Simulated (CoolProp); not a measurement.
Vapour-liquid equilibrium of dimethyl ether (1) + methanol (2) at 302.1 K; x and y are mole fractions of (1).

Computed with CoolProp (multi-fluid Helmholtz-energy mixture model, Wu 2011 and de Reuck 1993; pair parameters Bell 2016).

```csv
x,"bubble pressure, mixture model (kPa)","bubble pressure, Raoult's law (kPa)","y, mixture model","y, Raoult's law"
0.05,87.67,52.77,0.769,0.626
0.125,175.3,100.7,0.889,0.819
0.2,248.2,148.7,0.924,0.888
0.275,307.9,196.7,0.941,0.923
0.35,356.7,244.6,0.951,0.945
0.425,396.9,292.6,0.958,0.959
0.5,?,340.6,0.963,0.969
0.575,?,388.6,0.967,0.977
0.65,490.3,436.5,0.971,0.983
0.725,519.6,484.5,0.976,0.988
0.8,551.3,532.5,0.981,0.992
0.875,587.1,580.4,?,0.996
0.95,628.7,628.4,?,0.998
```

Fill in the missing entries.


- 0.5, bubble pressure, mixture model (kPa): 431.0
- 0.575, bubble pressure, mixture model (kPa): 461.4
- 0.875, y, mixture model: 0.986
- 0.95, y, mixture model: 0.994

The largest gap from Raoult's law is +74.1 % in bubble pressure, at x = 0.125. No azeotrope shows between x = 0.05 and 0.95.

Pair parameters are fitted to limited data, so mixtures are less certain than the pure fluids. With so large a gap from Raoult's law the liquid may split in two, which this calculation doesn't test in full.
